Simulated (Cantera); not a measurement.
Feed: 1 mol C₂F₆, 0.73 mol CH₄, equilibrated at 340 Pa.

Cantera equilibrium calculation (NASA polynomials, part measured and part estimated; ideal gas, pure solids and liquids). Candidate condensed phases: C, C₆H₆, C₇H₈, C₈H₁₈; 95 gas species. The feed counts by its element totals alone. Gases not in the tables: C₂F₆ and larger saturated fluorocarbons. Equilibrium is a limit: real reactors are often held back by kinetics, nucleation or transport.

### Question
At 1827 °C, list the 4 most abundant gas species with their mole fractions, and the condensed phases.

### Answer
HF 0.677, CF₂ 0.124, F 0.108, CF₄ 0.0867. Condensed: C(graphite).
